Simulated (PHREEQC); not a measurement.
Make-up at 25 °C: 0.001 mol/kgw Cu(BF4)2 and 0.0021 mol/kgw Na2SO4. Closed to the air; pH follows from the charge balance.

Computed with PHREEQC (ion-association model, phreeqc.dat).

Precipitation was switched off in this run.

Problem. Order these F species by the share of F that they hold, largest first: BF2(OH)2-, BF4-, BF3OH-, HF, F-.

Solution. BF4- (42 %), HF (26 %), F- (23 %), BF3OH- (5.6 %), BF2(OH)2- (2.5 %)

The pH is 3.09 and the ionic strength 0.00942 mol/kgw. Real BF4- forms and hydrolyses slowly; the run takes it at equilibrium.
